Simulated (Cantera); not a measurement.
Feed: 1 mol Cr₂O₃, 9.8 mol H₂, 1.2 mol N₂, at 120 Pa.

These are equilibrium values from Cantera (NASA tables, ideal gas, pure condensed phases), not measurements of a reactor. Candidate condensed phases: Cr, CrN, Cr₂N, Cr₂O₃, H₂O; 29 gas species. Kinetics and transport are ignored. All values below are at 1375 °C.

Base state: H₂ 0.881, N₂ 0.109, H₂O 0.00472, Cr 0.00314, H 0.00241 (mole fractions); condensed: Cr₂O₃(s).

### Question
What changes in the equilibrium state with this change: Cr₂O₃ replaced by Fe₂O₃?

### Answer
```tsv
species	before	after
H₂	0.881	0.615
H₂O	0.00472	0.272
N₂	0.109	0.109
Cr	0.00314	0
Fe	0	0.00217
Fe(OH)₂	0	1.42e-5
OH	5.81e-7	4.00e-5
H	0.00241	0.00202
Cr₂O₃(s), mol	0.983	0
Fe(γ), mol	0	1.98
```
Further candidate phases: Fe, FeO, Fe(OH)₂, Fe(OH)₃, Fe₂O₃, Fe₃O₄.
